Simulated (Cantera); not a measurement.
**Silicon nitride deposition: SiHCl3 + N2**

Feed: 1 mol SiHCl3, a varied amount of N2, held at 823 K and 120 Pa.

Equilibrium computed with Cantera from the NASA thermochemical tables; the gas is ideal and each condensed phase is pure. Candidate condensed phases: NH4Cl, Si, Si3N4; 28 gas species. N2 is the only nitrogen source here; it is nearly inert below about 1500 K, so the nitride shown seldom forms there in practice. Rates play no part.

```tsv
n(N2) (mol)	x N2	x HCl	x SiCl4	x H2	x SiHCl3	x SiCl3	x SiCl2	x NH3	n Si3N4(s)
7.1	0.824	0.0987	0.0662	0.0112	9.10e-6	2.70e-6	9.85e-9	3.10e-9	0.151
8.6	0.851	0.0847	0.0557	0.00893	7.09e-6	2.36e-6	8.94e-9	2.23e-9	0.152
10	0.869	0.0748	0.0485	0.00742	5.80e-6	2.12e-6	8.28e-9	1.70e-9	0.153
12	0.889	0.0642	0.0410	0.00590	4.54e-6	1.86e-6	7.55e-9	1.22e-9	0.154
15	0.909	0.0530	0.0332	0.00444	3.35e-6	1.58e-6	6.75e-9	8.07e-10	0.155
18	0.923	0.0452	0.0279	0.00350	2.60e-6	1.38e-6	6.15e-9	5.70e-10	0.155
22	0.937	0.0378	0.0229	0.00269	1.97e-6	1.19e-6	5.55e-9	3.86e-10	0.156
26	0.946	0.0325	0.0195	0.00215	1.55e-6	1.05e-6	5.10e-9	2.77e-10	0.157
32	0.956	0.0269	0.0159	0.00162	1.16e-6	9.02e-7	4.59e-9	1.83e-10	0.158
38	0.962	0.0230	0.0134	0.00128	9.05e-7	7.93e-7	4.21e-9	1.29e-10	0.158
46	0.969	0.0192	0.0111	0.000988	6.88e-7	6.87e-7	3.82e-9	8.75e-11	0.159
56	0.974	0.0160	0.00912	0.000752	5.18e-7	5.93e-7	3.46e-9	5.83e-11	0.159
67	0.978	0.0135	0.00763	0.000585	3.99e-7	5.18e-7	3.16e-9	4.01e-11	0.160
```
x: gas mole fraction; n: condensed amount in mol.

From 7.1 mol N2 to 67 mol N2 the condensed part is Si3N4(s). The main Si-bearing gas is SiCl4 throughout. The share of Si in condensed phases is highest at 67 mol N2 (48.0 %) and lowest at 7.1 mol N2 (45.4 %).
